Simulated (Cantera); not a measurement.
An isothermal, constant-pressure homogeneous reactor starts with NH3 : H2 = 1 : 8.5 (molar parts), at 1623 K and 101000 Pa. Integrator tolerance rtol = 1e-08.

Cantera simulation using the gas-phase N/H chemistry of the illustrative SiF4/NH3 mechanism in the Surface Chemkin manual (1991); the numbers are that mechanism's predictions, not measurements. Walls and surfaces, which speed up NH3 decomposition in real reactors, are not modelled.

Task: What does this change do: temperature 1623 to 1998 K?

Result: 
```json
[
 {"quantity": "x(NH3) at 7.00 s", "before": "0.0852 (gas-phase equilibrium 8.93e-6)", "after": "0.000131 (gas-phase equilibrium 4.12e-6)"},
 {"quantity": "x(H2) at 7.00 s", "before": "0.906 (gas-phase equilibrium 0.952)", "after": "0.951 (gas-phase equilibrium 0.951)"},
 {"quantity": "x(NH2) at 7.00 s", "before": "1.36e-5 (gas-phase equilibrium 1.53e-9)", "after": "6.28e-7 (gas-phase equilibrium 1.97e-8)"},
 {"quantity": "x(N2H4) at 7.00 s", "before": "3.94e-9 (gas-phase equilibrium <1e-12)", "after": "<1e-12 (gas-phase equilibrium <1e-12)"},
 {"quantity": "x(N2H2) at 7.00 s", "before": "7.09e-9 (gas-phase equilibrium <1e-12)", "after": "3.32e-12 (gas-phase equilibrium <1e-12)"},
 {"quantity": "x(NH) at 7.00 s", "before": "6.35e-8 (gas-phase equilibrium 7.61e-12)", "after": "3.47e-8 (gas-phase equilibrium 1.09e-9)"},
 {"quantity": "x(N) at 7.00 s", "before": "1.87e-9 (gas-phase equilibrium <1e-12)", "after": "6.03e-9 (gas-phase equilibrium 1.89e-10)"}
]
```

Task: What does this change do: NH3 1 to 4.3 parts?

Result: 
```
quantity                                             before                                     after
-----------------  ----------------------------------------  ----------------------------------------
x(NH3) at 7.00 s     0.0852 (gas-phase equilibrium 8.93e-6)     0.192 (gas-phase equilibrium 1.28e-5)
x(H2) at 7.00 s         0.906 (gas-phase equilibrium 0.952)       0.754 (gas-phase equilibrium 0.874)
x(NH2) at 7.00 s    1.36e-5 (gas-phase equilibrium 1.53e-9)   2.98e-5 (gas-phase equilibrium 2.28e-9)
x(N2H4) at 7.00 s    3.94e-9 (gas-phase equilibrium <1e-12)    1.88e-8 (gas-phase equilibrium <1e-12)
x(N2H2) at 7.00 s    7.09e-9 (gas-phase equilibrium <1e-12)    3.58e-8 (gas-phase equilibrium <1e-12)
x(NH) at 7.00 s    6.35e-8 (gas-phase equilibrium 7.61e-12)  1.34e-7 (gas-phase equilibrium 1.19e-11)
x(N) at 7.00 s       1.87e-9 (gas-phase equilibrium <1e-12)    3.77e-9 (gas-phase equilibrium <1e-12)
```
